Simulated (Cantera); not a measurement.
An adiabatic, constant-volume homogeneous reactor starts with H₂ : O₂ : N₂ = 1 : 0.357 : 1.34 (molar parts), equivalence ratio 1.4, at 1600 K and 10.0 bar. Integrator tolerance rtol = 1e-08.

Cantera simulation using GRI-Mech 3.0 (53 species, 325 reactions); the numbers are that mechanism's predictions, not measurements. The hydrogen kinetics of GRI-Mech 3.0 are dated; newer H2 mechanisms differ, most at raised pressure. Above 3000 K some thermodynamic fits are extrapolated.

Question: What does this change do: initial temperature 1600 to 1423 K?

Answer: 
```tsv
quantity	before	after
time of steepest temperature rise	1.02 µs	2.07 µs
temperature at 0.400 s	3283 K	3232 K
equilibrium temperature	3283 K	3232 K
x(H₂) at 0.400 s	0.129 (gas-phase equilibrium 0.129)	0.127 (gas-phase equilibrium 0.127)
x(O₂) at 0.400 s	0.00249 (gas-phase equilibrium 0.00249)	0.00186 (gas-phase equilibrium 0.00186)
x(OH) at 0.400 s	0.0237 (gas-phase equilibrium 0.0237)	0.0199 (gas-phase equilibrium 0.0199)
x(O) at 0.400 s	0.00321 (gas-phase equilibrium 0.00321)	0.00228 (gas-phase equilibrium 0.00228)
x(H) at 0.400 s	0.0295 (gas-phase equilibrium 0.0295)	0.0244 (gas-phase equilibrium 0.0244)
x(NO) at 0.400 s	0.00596 (gas-phase equilibrium 0.00596)	0.00490 (gas-phase equilibrium 0.00490)
x(N₂O) at 0.400 s	1.23e-6 (gas-phase equilibrium 1.23e-6)	1.06e-6 (gas-phase equilibrium 1.06e-6)
```
